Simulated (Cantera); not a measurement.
A perfectly stirred reactor is fed with 9.23 % CH4, 0.379 % H2, 14.3 % O2, 76.1 % N2, at 1.00 bar; it is adiabatic with a 675 K inlet, and is followed from long to short residence time, starting on the burning branch (τ in s: 0.095, 0.04, 0.017, 0.0069, 0.0029, 0.0012, 0.0005, 0.00021, 8.8e-05, 3.7e-05).

Cantera simulation using GRI-Mech 3.0 (53 species, 325 reactions); the numbers are that mechanism's predictions, not measurements.

Task: Predict: blow-out, bracketed by the residence times tried; x(CH4) at τ = 95.0 ms; x(H2) at τ = 95.0 ms; x(O2) at τ = 95.0 ms; x(CO) at τ = 95.0 ms; x(H2O2) at τ = 95.0 ms; x(CH4) at τ = 1.20 ms; x(H2) at τ = 1.20 ms; x(O2) at τ = 1.20 ms; x(CO) at τ = 1.20 ms; x(H2O2) at τ = 1.20 ms.

Result: 
| Item | Result |
|---|---|
| blow-out, bracketed by the residence times tried | burning at 0.500 ms, out at 0.210 ms |
| x(CH4) at τ = 95.0 ms | 3.88e-5 |
| x(H2) at τ = 95.0 ms | 0.0356 |
| x(O2) at τ = 95.0 ms | 0.000106 |
| x(CO) at τ = 95.0 ms | 0.0474 |
| x(H2O2) at τ = 95.0 ms | 5.20e-9 |
| x(CH4) at τ = 1.20 ms | 0.000332 |
| x(H2) at τ = 1.20 ms | 0.0352 |
| x(O2) at τ = 1.20 ms | 0.00211 |
| x(CO) at τ = 1.20 ms | 0.0485 |
| x(H2O2) at τ = 1.20 ms | 5.16e-8 |
